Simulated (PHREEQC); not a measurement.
1 kg of water holding 66 mmol/kgw KCl and 11 mmol/kgw Na2B4O7 is evaporated at 25 °C; the solids stay in contact with the brine. The system is closed to CO2. The run lets Halite, Sylvite, Borax, Boric_acid,s, KB5O8:4H2O, K2B4O7:4H2O, NaBO2:4H2O, NaB5O8:5H2O, Teepleite precipitate or redissolve, and no other solid.

The series has 28 steps of water left (kg), from 1 to 0.004733.

Equilibrium calculation in PHREEQC: Pitzer model, pitzer.dat.

**Question.** Which solids form, in which order, and at which step of the series does each first stand?

**Answer.** Borax from water left = 0.03006 kg (pH 9.12); K2B4O7:4H2O from water left = 0.01669 kg (pH 9.09); Sylvite from water left = 0.01119 kg (pH 9.04).
